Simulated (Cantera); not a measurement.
## Fluorocarbon and chlorocarbon gases: CH2F2 + H2

A closed system holds: 1 mol CH2F2, 0.041 mol H2, equilibrated at 28.0 Pa.

Method: chemical equilibrium by Gibbs-energy minimisation in Cantera with the NASA 1993 tables (ideal gas, pure condensed phases). Candidate condensed phases: C, C6H6, C7H8, C8H18; 95 gas species. Rates play no part.

From 375 °C to 2375 °C the condensed part is C(graphite). The main C-bearing gas is CH4 at 375 °C and C3 at 2375 °C.

```
T (°C)   x HF       x H       x F     x H2      x C3  n C(graphite)
------  -----  --------  --------  -------  --------  -------------
375     0.980    <1e-12    <1e-12   0.0201    <1e-12          1.000
575     0.980  1.61e-10    <1e-12   0.0201    <1e-12           1.00
775     0.980   6.54e-8    <1e-12   0.0201    <1e-12           1.00
975     0.980   3.96e-6  5.97e-10   0.0201    <1e-12           1.00
1175    0.980   7.80e-5   7.10e-8   0.0200    <1e-12           1.00
1375    0.980  0.000747   2.70e-6   0.0197  2.53e-12          1.000
1575    0.978   0.00424   4.88e-5   0.0179   1.71e-9          1.000
1775    0.972    0.0151  0.000574   0.0127   3.14e-7          1.000
1975    0.955    0.0334   0.00555  0.00579   2.23e-5          1.000
2175    0.893    0.0670    0.0343  0.00317  0.000777          0.992
2375    0.711     0.147     0.113  0.00278    0.0155          0.854
```
x: gas mole fraction; n: condensed amount in mol.
